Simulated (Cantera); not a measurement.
A perfectly stirred reactor is fed with 1.20 % CO, 5.98 % O₂, 0.755 % H₂O, 92.1 % N₂, equivalence ratio 0.10, at 2.17 atm; it is held at 1175 K, and followed from long to short residence time.

Cantera simulation using GRI-Mech 3.0 (53 species, 325 reactions); the numbers are that mechanism's predictions, not measurements.

Q: Predict: x(CO) at τ = 2.10 s; x(O₂) at τ = 2.10 s; x(H₂O) at τ = 2.10 s; x(N₂O) at τ = 2.10 s; x(NO) at τ = 2.10 s; x(CO) at τ = 18.0 ms; x(O₂) at τ = 18.0 ms; x(H₂O) at τ = 18.0 ms; x(N₂O) at τ = 18.0 ms; x(NO) at τ = 18.0 ms.

A: 
* **x(CO) at τ = 2.10 s**: 0.000181
* **x(O₂) at τ = 2.10 s**: 0.0543
* **x(H₂O) at τ = 2.10 s**: 0.00759
* **x(N₂O) at τ = 2.10 s**: 1.68e-6
* **x(NO) at τ = 2.10 s**: 2.76e-7
* **x(CO) at τ = 18.0 ms**: 0.00428
* **x(O₂) at τ = 18.0 ms**: 0.0562
* **x(H₂O) at τ = 18.0 ms**: 0.00755
* **x(N₂O) at τ = 18.0 ms**: 7.70e-7
* **x(NO) at τ = 18.0 ms**: 3.47e-8
